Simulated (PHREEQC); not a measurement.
A column of 0.1 m (40 cells, dispersivity 0.008 m, 720 s a shift, diffusion coefficient 3e-10 m²/s) holds 0.091 eq of the database's cation exchanger X per kg of pore water, first in equilibrium with 1.4 mmol/kgw KCl, 2.1 mmol/kgw CdCl2 and 0.01 mmol/kgw HCl. It is flushed with 0.023 mol CdCl2, 0.027 mol LiCl, 0.094 mol MnCl2 and 1e-05 mol HCl per kg of water, at 15 °C. Values are for the last cell. The system is closed to CO2. Precipitation was switched off in this run.

All values are PHREEQC results (ion-association model, phreeqc.dat), not measurements.

```tsv
pore volumes	Mn in solution (mol/kgw)	Li in solution (mol/kgw)	Cl in solution (mol/kgw)	Cd in solution (mol/kgw)	K in solution (mol/kgw)	CdX2 on the exchanger (mol/kgw)	KX on the exchanger (mol/kgw)
0	0	0	0.00561	0.00210	0.00140	0.0422	0.00657
0.2125	0	7.61e-11	0.00561	0.00210	0.00140	0.0422	0.00657
0.3125	0	3.61e-7	0.00595	0.00225	0.00144	0.0422	0.00657
0.5125	3.79e-9	0.000308	0.0204	0.00884	0.00238	0.0422	0.00646
0.7125	9.34e-5	0.00306	0.0681	0.0307	0.00336	0.0418	0.00620
0.8125	0.000821	0.00560	0.0985	0.0438	0.00368	0.0404	0.00613
1.012	0.00939	0.0117	0.156	0.0605	0.00427	0.0306	0.00608
1.212	0.0306	0.0174	0.198	0.0576	0.00461	0.0169	0.00557
1.312	0.0426	0.0195	0.214	0.0522	0.00455	0.0123	0.00514
1.512	0.0626	0.0227	0.235	0.0415	0.00407	0.00709	0.00419
1.712	0.0756	0.0246	0.247	0.0339	___	0.00484	0.00330
1.812	0.0800	0.0252	0.251	___	0.00302	0.00422	0.00290
2.013	0.0859	0.0260	___	0.0277	0.00236	0.00348	___
2.212	0.0893	0.0265	0.258	0.0257	0.00180	0.00311	0.00168
2.312	0.0904	0.0266	0.259	0.0250	0.00157	0.00299	0.00145
2.513	0.0919	0.0268	0.260	0.0241	0.00117	0.00285	0.00108
2.712	0.0927	0.0269	0.260	0.0236	0.000867	0.00277	0.000802
2.812	0.0930	0.0269	0.261	0.0235	0.000744	0.00275	0.000688
3.013	0.0934	0.0270	0.261	0.0233	0.000546	0.00272	0.000504
```

Some entries are withheld; supply them.


- 1.712, K in solution (mol/kgw): 0.00338
- 1.812, Cd in solution (mol/kgw): 0.0313
- 2.013, Cl in solution (mol/kgw): 0.256
- 2.013, KX on the exchanger (mol/kgw): 0.00222

Species that the database lacks are ignored.
